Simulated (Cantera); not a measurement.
A closed system holds: 1 mol SiO2, 6 mol H2, 1.7 mol N2, at 1625 K.

Equilibrium computed with Cantera from the NASA thermochemical tables; the gas is ideal and each condensed phase is pure. Candidate condensed phases: H2O, Si, SiO2, Si2N2O, Si3N4; 35 gas species. Mutual solubility and eutectic melting of coexisting phases are not modelled. The tables hold silica as quartz up to 1696 K and as liquid above; real silica turns to tridymite and cristobalite and melts near 1996 K. Equilibrium is a limit: real reactors are often held back by kinetics, nucleation or transport.

Problem. What share of the Si ends up in condensed phases as a function of P (Pa), at 10, 100, 1000, 10000, 100000, 1000000?

Solution. 
```tsv
P (Pa)	Si condensed (%)	as
10	85.2	SiO2(β-quartz)
100	95.3	SiO2(β-quartz)
1000	98.5	SiO2(β-quartz)
10000	99.5	SiO2(β-quartz)
100000	99.9	SiO2(β-quartz) + Si2N2O(s)
1000000	100.0	SiO2(β-quartz) + Si2N2O(s)
```
